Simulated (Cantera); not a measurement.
A freely propagating, adiabatic, planar premixed flame of 27.6 % H2, 15.2 % O2, 57.2 % N2, unburnt at 650 K and 1.20 bar; mixture-averaged transport, grid criteria slope 0.08 and curve 0.16, no radiation.

Detailed kinetics in Cantera: the H2/O2 subset of GRI-Mech 3.0, which has no nitrogen chemistry. Burning velocities carry a grid error of a few per cent, more on coarse grids.

Problem. Predict: laminar burning velocity; thermal thickness; peak x(HO2); peak x(H2O2); peak x(O).

Solution. 
```
Property                     Value
------------------------  --------
laminar burning velocity  817 cm/s
thermal thickness         0.383 mm
peak x(HO2)               0.000303
peak x(H2O2)               1.29e-5
peak x(O)                   0.0148
```
